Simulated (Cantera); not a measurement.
Charge: 1 mol AlCl3, 11 mol N2, at 825 K and 0.255 Torr.

These are equilibrium values from Cantera (NASA tables, ideal gas, pure condensed phases), not measurements of a reactor. Candidate condensed phases: Al, AlCl3, AlN; 11 gas species. Kinetics and transport are ignored.

Base state: N2 0.917, AlCl3 0.0833 (mole fractions); condensed: gas only.

Problem. What changes in the equilibrium state with this change: AlCl3 replaced by Al(CH3)3?

Solution. 
```tsv
species	before	after
N2	0.917	0.700
H2	0	0.300
CH4	0	2.77e-5
AlCl3	0.0833	0
AlN(s), mol	0	1.00
C(graphite), mol	0	3.00
```
The feed counts by its element totals alone. Further candidate phases: C, C6H6, C7H8, C8H18.

Problem. What changes in the equilibrium state with this change: temperature from 825 K to 1425 K?

Solution. 
| species | before | after |
|---|---|---|
| N2 | 0.917 | 0.916 |
| AlCl3 | 0.0833 | 0.0821 |
| Cl | 2.42e-9 | 0.00124 |
| AlCl2 | 2.44e-9 | 0.000993 |
| AlCl | <1e-9 | 0.000126 |
The tables' values for AlCl2 are old estimates; treat these amounts as uncertain.
